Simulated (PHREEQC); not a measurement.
## Leach liquor: an equilibrium model

A solution holds 1 mmol/kgw H2SO4, 0.042 mmol/kgw ZnSO4 and 0.33 mmol/kgw Na2SO4, at 30 °C. Closed to the air; pH follows from the charge balance.

All values are PHREEQC results (ion-association model, phreeqc.dat), not measurements.

Each row changes one thing in this solution. Precipitation was switched off in this run.

| case | pH | ionic strength (mol/kgw) | SO4-2 (mol/kgw) | HSO4- (mol/kgw) | Zn+2 (mol/kgw) | ZnSO4 (mol/kgw) |
|---|---|---|---|---|---|---|
| as made | 2.77 | 0.00377 | 0.00118 | 0.000180 | 3.59e-5 | 6.08e-6 |
| ZnSO4 from 4.2e-05 to 0.00042 mol/kgw | 2.78 | 0.00496 | 0.00146 | ? | 0.000351 | 6.86e-5 |
| Na2SO4 replaced by NaAlO2 at the same molality | 3.22 | 0.00289 | 0.000797 | 4.40e-5 | 3.74e-5 | 4.54e-6 |
| diluted 100-fold with water | 4.70 | 4.15e-5 | 1.37e-5 | 2.88e-8 | 4.19e-7 | 1.31e-9 |
| H2SO4 left out | 6.58 | 0.00114 | 0.000368 | 9.39e-9 | 3.92e-5 | ? |
| temperature from 30 to 65 °C | 2.81 | 0.00345 | 0.00102 | 0.000340 | 3.55e-5 | 6.47e-6 |
| temperature from 30 to 50 °C | 2.79 | 0.00361 | 0.00110 | 0.000260 | 3.55e-5 | 6.40e-6 |

Complete the blanks.


- ZnSO4 from 4.2e-05 to 0.00042 mol/kgw, HSO4- (mol/kgw): 0.000212
- H2SO4 left out, ZnSO4 (mol/kgw): 2.59e-6

Constants without temperature data keep their 25 °C values here.
